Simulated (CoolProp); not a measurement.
The numbers come from the reference Helmholtz-energy equation of state, Lemmon 2006 in CoolProp. It is a short technical equation, of lower accuracy than the large ones.

Q: Give the vapour pressure (MPa), vapour density (kg/m³), enthalpy of vaporisation (kJ/kg), liquid conductivity (mW/(m K)) of saturated toluene at 165.65, 174.95, 221.35 °C.

A: 
```tsv
T (°C)	p (MPa)	vapour density (kg/m³)	enthalpy of vaporisation (kJ/kg)	liquid conductivity (mW/(m K))
165.65	0.387	10.9	321	94.4
174.95	0.468	13.1	313	92.5
221.35	1.08	30.6	269	84.2
```

Thermal conductivity comes from a separate model (Assael 2012).
